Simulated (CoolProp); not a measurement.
Vapour-liquid equilibrium of R125 (1) + propylene (2) at -15.05 °C; x and y are mole fractions of (1).

Values from CoolProp's multi-fluid Helmholtz-energy mixture model, Lemmon 2005 and Lemmon 2013; pair parameters Bell 2016.

```tsv
x	bubble pressure (bar)	y at the bubble point	dew pressure at overall composition x (bar)	liquid density (mol/L)
0.05	3.960	0.120	3.759	13.33
0.15	4.427	[?]	4.048	13.02
0.25	4.706	0.368	4.356	12.74
0.35	4.869	0.437	4.657	12.49
0.45	4.954	0.494	4.893	12.26
0.55	4.979	0.548	4.979	12.07
0.65	4.947	0.606	[?]	11.91
0.75	4.843	0.676	4.683	11.78
0.85	4.639	0.768	4.431	[?]
0.95	4.291	0.904	4.171	11.58
```

**Question.** Some entries are withheld; supply them.

**Answer.** 
- 0.15, y at the bubble point: 0.273
- 0.65, dew pressure at overall composition x (bar): 4.888
- 0.85, liquid density (mol/L): 11.67

y crosses x between x = 0.45 and 0.55: the model has an azeotrope there.

Pair parameters are fitted to limited data, so mixtures are less certain than the pure fluids.
